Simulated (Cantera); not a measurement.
Feed: 1 mol SiCl4, 1.8 mol N2, 65 mol H2, held at 1073 K and 40.0 mbar.

These are equilibrium values from Cantera (NASA tables, ideal gas, pure condensed phases), not measurements of a reactor. Candidate condensed phases: NH4Cl, Si, Si3N4; 28 gas species. N2 is the only nitrogen source here; it is nearly inert below about 1500 K, so the nitride shown seldom forms there in practice. Rates play no part.

Base state: H2 0.925, HCl 0.0586, N2 0.0166, SiCl4 1.66e-5 (mole fractions); condensed: Si3N4(s).

What changes in the equilibrium state with this change: SiCl4 replaced by SiF4?


```tsv
species	before	after
H2	0.925	0.958
N2	0.0166	0.0265
SiF4	0	0.0145
HCl	0.0586	0
HF	0	0.000563
SiHF3	0	0.000162
SiCl4	1.66e-5	0
Si3N4(s), mol	0.333	0.00218
```
The tables' values for SiF3 are old estimates; treat these amounts as uncertain.
